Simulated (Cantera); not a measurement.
**Diamond growth**

A diamond (100) surface in a fixed gas of H2 with x(CH4) = 0.006, x(H) = 0.00027, x(CH3) = 0.0006, 7200 Pa; coverages are run to steady state.

Model: the Harris–Goodwin 1993 mechanism for the reconstructed diamond (100) surface, integrated in Cantera.

```
T (K)  growth (µm/h)  θ c6HH   θ c6H*  θ c6*H   θ c6**    θ c6HM
-----  -------------  ------  -------  ------  -------  --------
950             5.39   0.271  0.00556   0.132  0.00152     0.453
1000            6.53   0.326  0.00916   0.187  0.00267     0.346
1050            6.06   0.408   0.0151   0.271  0.00457     0.208
1100            4.16   0.476   0.0222   0.352  0.00682    0.0907
1150            2.57   0.505   0.0282   0.400  0.00860    0.0319
1200            1.80   0.512   0.0328   0.420  0.00974    0.0105
1250            1.48   0.516   0.0363   0.423   0.0104   0.00347
1300            1.21   0.523   0.0391   0.418   0.0108   0.00117
1350           0.804   0.536   0.0413   0.407   0.0110  0.000412
1400           0.408   0.552   0.0429   0.393   0.0108  0.000153
```
θ: site fractions in the mechanism's names (c6HH fully hydrogenated, c6H* and c6*H radical sites, c6** diradical, c6HM methylated).
